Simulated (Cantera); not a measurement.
Feed: 1 mol PbO, 30 mol H₂, 1.1 mol H₂O, equilibrated at 7.50 Torr.

Cantera equilibrium calculation (NASA polynomials, part measured and part estimated; ideal gas, pure solids and liquids). Candidate condensed phases: H₂O, Pb, PbO, PbO₂, Pb₃O₄; 12 gas species. Equilibrium is a limit: real reactors are often held back by kinetics, nucleation or transport.

Task: Which condensed phases are stable at each of these points (T (K)): 600, 750, 900, 1050, 1200, 1350, 1500, 1650, 1800, 1950, 2100?

Result: 
```json
[
 {"T (K)": "600", "condensed phases": "Pb(s)", "Pb condensed (%)": "100.0"},
 {"T (K)": "750", "condensed phases": "Pb(l)", "Pb condensed (%)": "100.0"},
 {"T (K)": "900", "condensed phases": "Pb(l)", "Pb condensed (%)": "99.6"},
 {"T (K)": "1050", "condensed phases": "Pb(l)", "Pb condensed (%)": "85.5"},
 {"T (K)": "1200", "condensed phases": "gas only", "Pb condensed (%)": "0.0"},
 {"T (K)": "1350", "condensed phases": "gas only", "Pb condensed (%)": "0.0"},
 {"T (K)": "1500", "condensed phases": "gas only", "Pb condensed (%)": "0.0"},
 {"T (K)": "1650", "condensed phases": "gas only", "Pb condensed (%)": "0.0"},
 {"T (K)": "1800", "condensed phases": "gas only", "Pb condensed (%)": "0.0"},
 {"T (K)": "1950", "condensed phases": "gas only", "Pb condensed (%)": "0.0"},
 {"T (K)": "2100", "condensed phases": "gas only", "Pb condensed (%)": "0.0"}
]
```

At 600 K the condensed part is Pb(s). From 750 K to 1050 K the condensed part is Pb(l). From 1200 K to 2100 K nothing is condensed.
